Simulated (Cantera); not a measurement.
Charge: 1 mol SiH4, 13 mol N2, 22 mol NH3, held at 650 Pa.

Method: chemical equilibrium by Gibbs-energy minimisation in Cantera with the NASA 1993 tables (ideal gas, pure condensed phases). Candidate condensed phases: Si, Si3N4; 18 gas species. The tables' values for SiN are old estimates; treat these amounts as uncertain. Gases not in the tables: Si2H6 and higher silanes. Kinetics and transport are ignored.

x: gas mole fraction; n: condensed amount in mol.

| T (°C) | x H2 | x N2 | x H | x Si | x SiH | x SiN | n Si3N4(s) | n Si(l) |
|---|---|---|---|---|---|---|---|---|
| 427 | 0.600 | 0.400 | <1e-12 | <1e-12 | <1e-12 | <1e-12 | 0.333 | 0 |
| 627 | 0.600 | 0.400 | 1.12e-9 | <1e-12 | <1e-12 | <1e-12 | 0.333 | 0 |
| 827 | 0.600 | 0.400 | 2.48e-7 | <1e-12 | <1e-12 | <1e-12 | 0.333 | 0 |
| 1027 | 0.600 | 0.400 | 1.06e-5 | 2.21e-11 | 1.15e-11 | 3.88e-12 | 0.333 | 0 |
| 1227 | 0.600 | 0.400 | 0.000169 | 1.12e-7 | 2.25e-8 | 7.35e-9 | 0.333 | 0 |
| 1427 | 0.599 | 0.400 | (withheld) | (withheld) | (withheld) | 2.29e-6 | 0.331 | 0 |
| 1627 | 0.586 | 0.404 | (withheld) | (withheld) | (withheld) | 3.33e-5 | 0 | (withheld) |
| 1827 | 0.561 | 0.394 | 0.0289 | 0.0151 | 0.000494 | 0.000158 | 0 | 0 |

### Question
What belongs in the gaps?

### Answer

- 1427, x H: 0.00141
- 1427, x Si: 7.43e-5
- 1427, x SiH: 7.17e-6
- 1627, x H: 0.00753
- 1627, x Si: 0.00194
- 1627, x SiH: 0.000104
- 1627, n Si(l): 0.867
